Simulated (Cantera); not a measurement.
Si + NF₃ + H₂ (silicon etching in halogen gases)

A closed system holds: 1 mol Si, a varied amount of NF₃, 3.9 mol H₂, at 1475 K and 0.133 bar.

Cantera equilibrium calculation (NASA polynomials, part measured and part estimated; ideal gas, pure solids and liquids). Candidate condensed phases: Si, Si₃N₄; 37 gas species. The tables' values for SiF₃, SiF₂ are old estimates; treat these amounts as uncertain. The numbers say what is thermodynamically allowed, not how fast it happens.

| n(NF₃) (mol) | x H₂ | x HF | x F | x N₂ | x SiF₄ | x SiF₃ | n Si₃N₄(s) |
|---|---|---|---|---|---|---|---|
| 0.67 | 0.873 | 0.00435 | 3.78e-12 | 0.00395 | 0.0960 | 0.0130 | 0.159 |
| 0.92 | 0.795 | 0.00689 | 6.28e-12 | 0.0539 | 0.127 | 0.0104 | 0.0990 |
| 1.3 | 0.697 | 0.00778 | 7.57e-12 | 0.116 | 0.161 | 0.0109 | 0.00366 |
| 1.8 | 0.492 | 0.216 | 2.50e-10 | 0.138 | 0.153 | 0.000314 | 0 |
| 2.4 | 0.299 | 0.416 | 6.18e-10 | 0.156 | 0.130 | 0.000108 | 0 |
| 3.3 | 0.1000 | 0.621 | 1.60e-9 | 0.174 | 0.105 | 3.38e-5 | 0 |
| 4.6 | <1e-12 | 0.596 | 0.152 | 0.176 | 0.0764 | <1e-12 | 0 |
| 6.4 | <1e-12 | 0.403 | 0.376 | 0.165 | 0.0517 | <1e-12 | 0 |
x: gas mole fraction; n: condensed amount in mol.

From 0.67 mol NF₃ to 1.3 mol NF₃ the condensed part is Si₃N₄(s). From 1.8 mol NF₃ to 6.4 mol NF₃ nothing is condensed. The main Si-bearing gas is SiF₄ throughout.
